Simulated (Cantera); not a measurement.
An adiabatic, constant-pressure homogeneous reactor starts with H₂ : O₂ : N₂ : H₂O = 1 : 0.455 : 2.32 : 1.1 (molar parts), at 1025 K and 0.987 atm. Integrator tolerance rtol = 1e-08.

Computed with Cantera and the H2/O2 subset of GRI-Mech 3.0, which has no nitrogen chemistry.

| quantity | before | after |
|---|---|---|
| time of steepest temperature rise | 13.1 ms | 13.5 ms |
| temperature at 0.700 s | 2234 K | 1962 K |
| equilibrium temperature | 2234 K | 1962 K |
| x(H₂) at 0.700 s | 0.0229 (gas-phase equilibrium 0.0229) | 0.0768 (gas-phase equilibrium 0.0768) |
| x(O₂) at 0.700 s | 0.000770 (gas-phase equilibrium 0.000770) | 1.26e-6 (gas-phase equilibrium 1.26e-6) |
| x(H₂O) at 0.700 s | 0.449 (gas-phase equilibrium 0.449) | 0.398 (gas-phase equilibrium 0.398) |
| x(HO₂) at 0.700 s | 2.09e-7 (gas-phase equilibrium 2.09e-7) | 5.87e-10 (gas-phase equilibrium 5.87e-10) |
| x(OH) at 0.700 s | 0.00298 (gas-phase equilibrium 0.00298) | 0.000168 (gas-phase equilibrium 0.000168) |

Task: Name the change that produced these shifts.
A. pressure from 0.987 atm to 9.87 atm
B. pressure from 0.987 atm to 25.7 atm
C. O2 0.455 to 0.33 parts
D. initial temperature 1025 to 1400 K

Result: C, O2 0.455 to 0.33 parts
